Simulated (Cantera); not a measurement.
Cantera run:

```python
import numpy as np
import cantera as ct

gas_names = """
    CL CL2 H HCL H2 Si SiCL SiCL2 SiCL3 SiCL4 SiH SiHCL3 SiH2 SiH2CL2 SiH3 SiH3CL SiH4 Si2 Si3
""".split()
cond_names = """
    Si(cr) Si(L)
""".split()


def load(file, names, dense=False):
    # The tables refer to 1 bar. Condensed volumes are neglected.
    table = {s.name: s for s in ct.Species.list_from_file(file)}
    out = []
    for n in names:
        d = dict(table[n].input_data)
        d["thermo"] = dict(d["thermo"], **{"reference-pressure": 1e5})
        if dense:
            d["equation-of-state"] = {"model": "constant-volume", "density": "1e6 g/cm^3"}
        out.append(ct.Species.from_dict(d))
    return out


gas = ct.Solution(thermo="ideal-gas", species=load("nasa_gas.yaml", gas_names))
cond = {s.name: ct.Solution(thermo="fixed-stoichiometry", species=[s], name=s.name)
        for s in load("nasa_condensed.yaml", cond_names, dense=True)}
atoms = {
    'SiCl4': {'Si': 1, 'CL': 4},
    'HCl': {'H': 1, 'CL': 1},
    'H2': {'H': 2},
}
top_T = {}  # K; cautious upper limits of use, not melting points


def equilibrate(T, P, feed):
    n = {}
    for name, mol in feed.items():
        for a, k in atoms[name].items():
            n[a] = n.get(a, 0.0) + k * mol
    gas.TPX = T, P, n
    mass = sum(n.values()) * gas.mean_molecular_weight
    gas.equilibrate("TP")
    valid = [c for c in cond.values() if c.min_temp <= T <= top_T.get(c.name, c.max_temp)]
    mix = ct.Mixture([(gas, mass / gas.mean_molecular_weight)] + [(c, 0.0) for c in valid])
    mix.T, mix.P = T, P
    mix.equilibrate("TP", solver="vcs", rtol=1e-11, max_steps=5000)
    return mix


results = []
feed = {'SiCl4': 1, 'HCl': 4.2, 'H2': 320}  # mol
P = 180000  # Pa
for T in [850, 950, 1050, 1150, 1250, 1350, 1450, 1550, 1650, 1750]:
    mix = equilibrate(T, P, feed)
    results.append((T, P, feed, dict(zip(mix.species_names, mix.species_moles))))

top = {s: max(r[3][s] / sum(r[3][g] for g in gas_names) for r in results) for s in gas_names}
cols = sorted((s for s in top if top[s] > 0.0001), key=lambda s: -top[s])[:7]
seen = [c for c in cond_names if any(r[3].get(c, 0) > 1e-12 for r in results)]
print("log10 of partial pressures in bar; condensed amounts in mol")
print(f"{'T/K':>10s}" + "".join(f"{s[:9]:>10s}" for s in cols + seen))
for T, P, feed, n in results:
    ng = sum(n[g] for g in gas_names)
    print(f"{T:10.4g}" + "".join(f"{np.log10(max(n[s] / ng * P / 1e5, 1e-99)):10.3f}" for s in cols)
          + "".join(f"{n.get(c, 0):10.4g}" for c in seen))
```

It prints:

```
log10 of partial pressures in bar; condensed amounts in mol
       T/K        H2       HCL     SiCL4     SiCL2    SiHCL3   SiH2CL2     SiCL3    Si(cr)     Si(L)
       850     0.248    -1.622    -2.308    -8.019    -3.218    -5.183    -6.089         0         0
       950     0.248    -1.607    -2.385    -6.183    -2.868    -4.345    -5.046         0         0
      1050     0.248    -1.587    -2.510    -4.785    -2.659    -3.751    -4.277         0         0
      1150     0.247    -1.562    -2.691    -3.731    -2.574    -3.358    -3.730         0         0
      1250     0.247    -1.531    -2.964    -2.994    -2.636    -3.174    -3.406         0         0
      1350     0.246    -1.458    -3.447    -2.712    -2.986    -3.361    -3.429    0.2409         0
      1450     0.245    -1.424    -4.053    -2.604    -3.448    -3.654    -3.610    0.3763         0
      1550     0.245    -1.415    -4.659    -2.552    -3.909    -3.947    -3.828    0.4106         0
      1650     0.245    -1.413    -5.217    -2.520    -4.333    -4.218    -4.039    0.4078         0
      1750     0.245    -1.407    -5.745    -2.538    -4.748    -4.501    -4.267         0    0.4439
```

Method: chemical equilibrium by Gibbs-energy minimisation in Cantera with the NASA 1993 tables (ideal gas, pure condensed phases). The tables' values for SiCl3 are old estimates; treat these amounts as uncertain. Gases not in the tables: Si2H6 and higher silanes.
